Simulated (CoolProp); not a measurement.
Vapour-liquid equilibrium of 1-butene (1) + n-butane (2) at 55.65 °C; x and y are mole fractions of (1).

Values from CoolProp's multi-fluid Helmholtz-energy mixture model, Lemmon 2005 and Bücker 2006; pair parameters Bell 2016.

Question: Give the bubble pressure and the first vapour's composition at x = 0.45, 0.65, 0.75. Is there an azeotrope?

Answer: x = 0.45: 6.281 bar, y = 0.490; x = 0.65: 6.514 bar, y = 0.683; x = 0.75: 6.622 bar, y = 0.775. No azeotrope shows between x = 0.05 and 0.95.

Pair parameters are fitted to limited data, so mixtures are less certain than the pure fluids.
